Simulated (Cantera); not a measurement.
An adiabatic, constant-volume homogeneous reactor starts with CH₄ : H₂ : O₂ : N₂ = 1 : 1.2 : 1.18 : 4.44 (molar parts), equivalence ratio 2.2, at 1650 K and 14.0 bar.

Cantera simulation using GRI-Mech 3.0 (53 species, 325 reactions); the numbers are that mechanism's predictions, not measurements. The pressure lies above the range GRI-Mech 3.0 was tuned for (to about 10 atm).

### Question
Predict: time of steepest temperature rise; temperature at 7.00 s; equilibrium temperature; x(CH₄) at 7.00 s; x(H₂) at 7.00 s; x(O₂) at 7.00 s; x(N₂O) at 7.00 s; x(OH) at 7.00 s.

### Answer
* **time of steepest temperature rise**: 7.90 µs
* **temperature at 7.00 s**: 2970 K
* **equilibrium temperature**: 2970 K
* **x(CH₄) at 7.00 s**: 3.82e-9 (gas-phase equilibrium 4.29e-9)
* **x(H₂) at 7.00 s**: 0.216 (gas-phase equilibrium 0.216)
* **x(O₂) at 7.00 s**: 2.60e-5 (gas-phase equilibrium 2.60e-5)
* **x(N₂O) at 7.00 s**: 9.94e-8 (gas-phase equilibrium 9.94e-8)
* **x(OH) at 7.00 s**: 0.00273 (gas-phase equilibrium 0.00273)
